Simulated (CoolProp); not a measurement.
A single-stage vapour-compression cycle with nitrous oxide: evaporating at 198.15 K (dew point), condensing at 238.15 K (bubble point), superheat 8 K, subcooling 0 K, compressor efficiency 0.9, no pressure losses. Each further row changes one setting.

The numbers come from the reference Helmholtz-energy equation of state, Lemmon 2006 in CoolProp. It is a short technical equation, of lower accuracy than the large ones.

```
case                              cooling COP  pressure ratio  discharge temperature (K)  refrigerating effect (kJ/kg)  volumetric capacity (kJ/m³)
--------------------------------  -----------  --------------  -------------------------  ----------------------------  ---------------------------
as stated                                3.51            5.24                      312.9                           294                         1670
evaporating temperature 203.15 K         4.22            4.09                      301.7                           296                         2120
condensing temperature 233.15 K          4.12            4.41                      300.3                           303                         1720
subcooling 5 K                           3.62            5.24                      312.9                           303                         1720
superheat 18 K                           3.43            5.24                      326.2                           302                         1630
compressor efficiency 0.8                3.12            5.24                      323.8                           294                         1670
```
